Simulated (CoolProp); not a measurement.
Vapour-liquid equilibrium of cyclopentane (1) + octamethylcyclotetrasiloxane (D4) (2) at 0.0589 MPa; x and y are mole fractions of (1).

Values from CoolProp's multi-fluid Helmholtz-energy mixture model, Gedanitz 2015 and Thol 2015; pair parameters Bell 2016.

Problem. Give the bubble temperature and the first vapour's composition at x = 0.35, 0.65, 0.85. Is there an azeotrope?

Solution. x = 0.35: 346.0 K, y = 0.971; x = 0.65: 321.6 K, y = 0.996; x = 0.85: 312.0 K, y = 0.999. No azeotrope shows between x = 0.05 and 0.95.

The pair parameters rest on a limited set of measurements; away from them the model extrapolates.
